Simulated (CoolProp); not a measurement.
R125 at 298.15 K and 0.635 MPa is compressed adiabatically to 1.92 MPa with isentropic efficiency 0.75. Each further row changes one setting.

Model: reference Helmholtz-energy equation of state, Lemmon 2005, in CoolProp.

| case | work (kJ/kg) | final temperature (K) | final density (kg/m³) |
|---|---|---|---|
| as stated | (withheld) | 343.5 | 101 |
| efficiency 1 | 20.5 | 337.0 | 105 |
| efficiency 0.65 | (withheld) | (withheld) | 98.6 |

Question: What belongs in the gaps?

Answer: 
- as stated, work (kJ/kg): 27.3
- efficiency 0.65, work (kJ/kg): 31.5
- efficiency 0.65, final temperature (K): 347.6
